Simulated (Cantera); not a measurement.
Feed: 1 mol (CH3)2SiCl2, 19 mol H2, at 1098.15 K and 0.0133 bar.

Method: chemical equilibrium by Gibbs-energy minimisation in Cantera with the NASA 1993 tables (ideal gas, pure condensed phases). Candidate condensed phases: C, C6H6, C7H8, C8H18, Si, SiC; 109 gas species. The feed counts by its element totals alone. The tables' values for SiCl3 are old estimates; treat these amounts as uncertain. Rates play no part.

### Question
What is the equilibrium state?

### Answer
| Item | Result |
|---|---|
| x(H2) | 0.913 |
| x(HCl) | 0.0862 |
| x(CH4) | 0.000406 |
| x(SiCl4) | 0.000171 |
| x(SiHCl3) | 2.64e-5 |
| x(SiCl2) | 1.41e-5 |
| x(SiCl3) | 1.31e-5 |
| n(C(graphite)) | 0.996 mol |
| n(SiC(s)) | 0.995 mol |
| gas amount | 22.99 mol |
| log10 activity of Si(s) (absent) | -3.07 |
